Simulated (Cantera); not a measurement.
**Adiabatic ignition**

An adiabatic, constant-pressure homogeneous reactor starts with CH4 : CO : O2 : N2 = 1 : 0.18 : 3.37 : 40.5 (molar parts), at 1675 K and 12000 Torr.

Model: GRI-Mech 3.0 (53 species, 325 reactions), integrated in Cantera. The pressure lies above the range GRI-Mech 3.0 was tuned for (to about 10 atm).

```tsv
t (s)	T (K)	x CH4	x CO	x O2	x CH2CO	x HCO
1.00e-6	1675	0.0222	0.00400	0.0748	1.24e-11	8.75e-12
3.44e-6	1675	0.0222	0.00400	0.0748	1.91e-10	1.11e-10
1.18e-5	1675	0.0220	0.00399	0.0747	6.53e-9	3.66e-9
4.07e-5	1685	0.0197	0.00441	0.0733	5.94e-6	2.57e-7
0.000140	2178	<1e-12	0.000409	0.0284	<1e-12	2.53e-11
0.000482	2181	<1e-12	0.000205	0.0283	<1e-12	8.30e-12
0.00166	2181	<1e-12	0.000205	0.0283	<1e-12	8.28e-12
0.00571	2180	<1e-12	0.000205	0.0281	<1e-12	8.25e-12
0.0196	2179	<1e-12	0.000204	0.0278	<1e-12	8.14e-12
0.0676	2175	<1e-12	0.000202	0.0270	<1e-12	7.90e-12
0.233	2171	<1e-12	0.000199	0.0262	<1e-12	7.66e-12
0.800	2171	<1e-12	0.000199	0.0261	<1e-12	7.63e-12
```
x: mole fraction; the columns are a selection and need not sum to one.

The time of steepest temperature rise comes out as 64.2 µs, the temperature at 0.800 s is 2171 K and the equilibrium temperature is 2171 K. The x(CH4) at 0.800 s is <1e-12 (gas-phase equilibrium <1e-12), the x(CO) at 0.800 s is 0.000199 (gas-phase equilibrium 0.000199) and the x(O2) at 0.800 s is 0.0261 (gas-phase equilibrium 0.0261).
